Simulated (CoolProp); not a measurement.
Vapour-liquid equilibrium of sulfur dioxide (1) + toluene (2) at 629 kPa; x and y are mole fractions of (1).

Computed with CoolProp (multi-fluid Helmholtz-energy mixture model, Gao 2016 and Lemmon 2006; pair parameters Bell 2016).

```
x      bubble temperature, mixture model (°C)  bubble temperature, Raoult's law (°C)  y, mixture model  y, Raoult's law
-----  --------------------------------------  -------------------------------------  ----------------  ---------------
0.05                               (withheld)                                  151.6             0.366            0.569
0.125                                   136.4                                  120.0             0.693            0.817
0.2                                (withheld)                                  101.0             0.842            0.903
0.275                                    96.4                                   88.0        (withheld)            0.941
0.35                                     83.7                                   78.3             0.947            0.962
0.425                                    74.0                                   70.7        (withheld)            0.975
0.5                                      66.5                                   64.5             0.977            0.982
0.575                              (withheld)                                   59.2             0.985            0.988
0.65                                     55.6                                   54.8             0.989            0.992
0.725                                    51.5                                   50.9             0.993            0.994
0.8                                (withheld)                                   47.5        (withheld)            0.996
0.875                                    44.7                                   44.4        (withheld)            0.998
0.95                                     41.8                                   41.6             0.999            0.999
```

Q: Complete the blanks.

A: 
- 0.05, bubble temperature, mixture model (°C): 166.8
- 0.2, bubble temperature, mixture model (°C): 113.3
- 0.275, y, mixture model: 0.912
- 0.425, y, mixture model: 0.966
- 0.575, bubble temperature, mixture model (°C): 60.5
- 0.8, bubble temperature, mixture model (°C): 47.9
- 0.8, y, mixture model: 0.995
- 0.875, y, mixture model: 0.997

The largest gap from Raoult's law is +16.4 K in bubble temperature, at x = 0.125. No azeotrope shows between x = 0.05 and 0.95.

The pair parameters rest on a limited set of measurements; away from them the model extrapolates.
